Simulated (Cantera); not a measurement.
Charge: 1 mol Pb, 7.2 mol CO₂, 29 mol N₂, equilibrated at 1023 K and 1 atm.

Cantera equilibrium calculation (NASA polynomials, part measured and part estimated; ideal gas, pure solids and liquids). Candidate condensed phases: C, Pb, PbO, PbO₂, Pb₃O₄; 27 gas species. Mutual solubility and eutectic melting of coexisting phases are not modelled. Rates play no part.

Base state: N₂ 0.801, CO₂ 0.199, Pb 2.63e-5, CO 2.43e-5 (mole fractions); condensed: Pb(l) + PbO(yellow).

Question: What changes in the equilibrium state with this change: temperature from 1023 K to 1973.15 K?

Answer: 
```csv
species,before,after
N₂,0.801,0.779
CO₂,0.199,0.185
Pb,2.63e-5,0.0194
O₂,<1e-9,0.000482
NO,<1e-9,0.000338
O,<1e-9,1.18e-5
PbO,6.35e-7,0.00749
"Pb(l), mol",0.998,0
"PbO(yellow), mol",0.000857,0
```
Gases not in the tables: (PbO)n polymers.
